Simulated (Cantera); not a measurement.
**Ignition delay**

Mixture: 12.1 % CH3OH, 13.9 % O2, 74.0 % N2, at 0.987 atm, adiabatic and at constant pressure. Ignition delay is the time to a rise of 400 K.

Cantera simulation using GRI-Mech 3.0 (53 species, 325 reactions); the numbers are that mechanism's predictions, not measurements. GRI-Mech 3.0 was tuned for natural gas; its chemistry of methanol as a main component is partial and can be far from experiment.

```json
[
 {"T0 (K)": "1275", "delay (ms)": "3.10"},
 {"T0 (K)": "1350", "delay (ms)": "1.15"},
 {"T0 (K)": "1425", "delay (ms)": "0.486"},
 {"T0 (K)": "1500", "delay (ms)": "0.232"},
 {"T0 (K)": "1575", "delay (ms)": "0.123"},
 {"T0 (K)": "1650", "delay (ms)": "0.0703"},
 {"T0 (K)": "1725", "delay (ms)": "0.0430"},
 {"T0 (K)": "1800", "delay (ms)": "0.0278"},
 {"T0 (K)": "1875", "delay (ms)": "0.0190"}
]
```

- apparent activation energy between 1725 and 1875 K: 150 kJ/mol
